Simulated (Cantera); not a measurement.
An isothermal, constant-pressure homogeneous reactor starts with C₂H₆ : N₂ = 1 : 1.8 (molar parts), at 1848 K and 1330 Pa.

Detailed kinetics in Cantera: GRI-Mech 3.0 (53 species, 325 reactions). GRI-Mech 3.0 stops at C3 and has no aromatics, soot or wall deposition, so with more carbon than oxygen in the feed, carbon stays in small species such as C2H2 where larger ones or solid carbon would form. Radical loss at walls, strong at low pressure, is not modelled.

x: mole fraction; the columns are a selection and need not sum to one.

```json
[
 {"t (s)": "5.00e-5", "x C₂H₆": "0.237", "x H": "(withheld)", "x H₂": "0.0222", "x C₂H₂": "0.000176", "x CH₄": "0.0136"},
 {"t (s)": "0.000211", "x C₂H₆": "0.0252", "x H": "(withheld)", "x H₂": "0.142", "x C₂H₂": "0.0337", "x CH₄": "0.0825"},
 {"t (s)": "0.000891", "x C₂H₆": "0.000295", "x H": "(withheld)", "x H₂": "0.278", "x C₂H₂": "0.144", "x CH₄": "0.0923"},
 {"t (s)": "0.00376", "x C₂H₆": "4.83e-5", "x H": "(withheld)", "x H₂": "0.326", "x C₂H₂": "0.179", "x CH₄": "0.0749"},
 {"t (s)": "0.0159", "x C₂H₆": "1.61e-5", "x H": "(withheld)", "x H₂": "0.354", "x C₂H₂": "0.190", "x CH₄": "0.0541"},
 {"t (s)": "0.0671", "x C₂H₆": "4.08e-6", "x H": "(withheld)", "x H₂": "0.387", "x C₂H₂": "0.200", "x CH₄": "0.0250"},
 {"t (s)": "0.283", "x C₂H₆": "2.52e-7", "x H": "(withheld)", "x H₂": "0.410", "x C₂H₂": "0.207", "x CH₄": "0.00467"},
 {"t (s)": "1.20", "x C₂H₆": "3.88e-9", "x H": "0.00293", "x H₂": "0.414", "x C₂H₂": "0.208", "x CH₄": "0.000467"},
 {"t (s)": "5.05", "x C₂H₆": "1.95e-10", "x H": "0.00298", "x H₂": "0.414", "x C₂H₂": "0.208", "x CH₄": "9.59e-5"},
 {"t (s)": "21.3", "x C₂H₆": "1.00e-10", "x H": "0.00298", "x H₂": "0.414", "x C₂H₂": "0.208", "x CH₄": "6.28e-5"},
 {"t (s)": "90.0", "x C₂H₆": "1.00e-10", "x H": "0.00298", "x H₂": "0.414", "x C₂H₂": "0.208", "x CH₄": "6.27e-5"}
]
```

**Question.** Fill in the missing entries.

**Answer.** 
- 5.00e-5, x H: 0.00180
- 0.000211, x H: 0.00552
- 0.000891, x H: 0.00286
- 0.00376, x H: 0.00132
- 0.0159, x H: 0.00105
- 0.0671, x H: 0.00127
- 0.283, x H: 0.00204
